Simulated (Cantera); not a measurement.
# Reactions in the system N-O-V

Source: NASA polynomial tables (part measured, part estimated), evaluated in Cantera. Values are per mole of reaction as written; species without (g) are pure solids or liquids, kept so even where they would boil at 1 bar.

V₂O₄ + N(g) → NO(g) + V₂O₃

```json
[
 {"T (K)": "1250", "ΔH° (kJ)": "-190.8", "ΔS° (J/K)": "12.8", "ΔG° (kJ)": "-206.9", "log10 K": "8.64", "condensed phases": "V₂O₄(s), V₂O₃(s)"},
 {"T (K)": "1400", "ΔH° (kJ)": "-191.7", "ΔS° (J/K)": "12.2", "ΔG° (kJ)": "-208.8", "log10 K": "7.79", "condensed phases": "V₂O₄(s), V₂O₃(s)"},
 {"T (K)": "1550", "ΔH° (kJ)": "-192.3", "ΔS° (J/K)": "11.8", "ΔG° (kJ)": "-210.5", "log10 K": "7.10", "condensed phases": "V₂O₄(s), V₂O₃(s)"},
 {"T (K)": "1700", "ΔH° (kJ)": "-192.5", "ΔS° (J/K)": "11.6", "ΔG° (kJ)": "-212.3", "log10 K": "6.52", "condensed phases": "V₂O₄(s), V₂O₃(s)"},
 {"T (K)": "1850", "ΔH° (kJ)": "-305.6", "ΔS° (J/K)": "-50.6", "ΔG° (kJ)": "-212.0", "log10 K": "5.99", "condensed phases": "V₂O₄(l), V₂O₃(s)"},
 {"T (K)": "2000", "ΔH° (kJ)": "-310.2", "ΔS° (J/K)": "-53.0", "ΔG° (kJ)": "-204.2", "log10 K": "5.33", "condensed phases": "V₂O₄(l), V₂O₃(s)"}
]
```
